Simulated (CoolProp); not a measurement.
Properties of ethylene along the isobar 5.16 MPa.

Computed with CoolProp (reference Helmholtz-energy equation of state, Smukala 2000).

```csv
T (K),phase,cp (kJ/(kg K)),cv (kJ/(kg K)),isothermal compressibility (1/MPa),expansivity (1/kK)
167,liquid,2.386,1.381,0.001609,2.361
177.2,liquid,2.398,1.357,0.001881,2.491
187.4,liquid,2.421,1.340,0.002222,2.649
197.6,liquid,2.455,1.328,0.002659,2.842
207.8,liquid,2.504,1.321,0.003234,3.084
218,liquid,2.572,1.320,0.004015,3.395
228.2,liquid,2.665,1.324,0.005127,3.809
238.4,liquid,2.795,1.335,0.006808,4.389
248.6,liquid,2.986,1.352,0.009582,5.265
258.8,liquid,3.299,1.377,0.01487,6.762
269,liquid,3.941,1.420,0.02818,10.03
279.2,liquid,6.715,1.536,0.1097,25.79
289.4,supercritical,5.807,1.571,0.5621,30.83
299.6,supercritical,3.431,1.470,0.3676,15.00
309.8,supercritical,2.809,1.447,0.3098,10.59
```
